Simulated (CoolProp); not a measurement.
Saturation properties of R125 (Tc = 339.2 K, pc = 3618 kPa, ω = 0.305).

The numbers come from the reference Helmholtz-energy equation of state, Lemmon 2005 in CoolProp.

| T (K) | p (kPa) | liquid density (kg/m³) | vapour density (kg/m³) |
|---|---|---|---|
| 269.9 | 604.3 | 1335 | 37.88 |
| 274.2 | 693.0 | 1315 | (withheld) |
| 278.6 | 793.6 | 1294 | 49.99 |
| 283 | 904.8 | 1272 | 57.30 |
| 287.4 | 1027 | 1250 | 65.55 |
| 291.8 | 1161 | 1226 | 74.87 |
| 296.2 | 1308 | 1201 | 85.43 |
| 300.6 | 1469 | 1174 | 97.44 |
| 305 | 1644 | 1146 | 111.2 |
| 309.3 | 1829 | 1117 | 126.6 |
| 313.7 | 2035 | 1084 | 145.0 |
| 318.1 | 2258 | (withheld) | 166.7 |
| 322.5 | 2499 | 1008 | (withheld) |
| 326.9 | 2761 | 960.5 | 225.8 |

Q: Some entries are withheld; supply them.

A: 
- 274.2, vapour density (kg/m³): 43.51
- 318.1, liquid density (kg/m³): 1048
- 322.5, vapour density (kg/m³): 192.9

It boils at 225.1 K under 1 atm.
